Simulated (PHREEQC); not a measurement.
Make-up at 25 °C: 4.9 mol NaOH and 1.1 mol Na2SO4 per kg of water. Closed to the air; pH follows from the charge balance.

All values are PHREEQC results (Pitzer model, pitzer.dat), not measurements.

Question: The ionic strength comes out as 8.20 mol/kgw. What activity coefficients do OH-, Na+, SO4-2 get?

Answer: OH- 1.5, Na+ 0.88, SO4-2 0.013. Single-ion values are on the MacInnes scale.

Precipitation was switched off in this run. In brines, pH and single-ion activities rest on the MacInnes convention.
